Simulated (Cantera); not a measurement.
Charge: 1 mol CaCO3, 0.058 mol CO2, 0.18 mol O2, equilibrated at 1.00 bar.

Equilibrium computed with Cantera from the NASA thermochemical tables; the gas is ideal and each condensed phase is pure. Candidate condensed phases: C, Ca, CaCO3, CaO; 15 gas species. Equilibrium is a limit: real reactors are often held back by kinetics, nucleation or transport. All values below are at 1875 K.

Base state: CO2 0.853, O2 0.146, CO 0.000969, O 9.18e-5 (mole fractions); condensed: CaO(s).

Task: What changes in the equilibrium state with this change: pressure from 1.00 bar to 0.410 bar?

Result: 
```csv
species,before,after
CO2,0.853,0.852
O2,0.146,0.146
CO,0.000969,0.00151
O,9.18e-5,0.000144
"CaO(s), mol",1.00,1.00
```
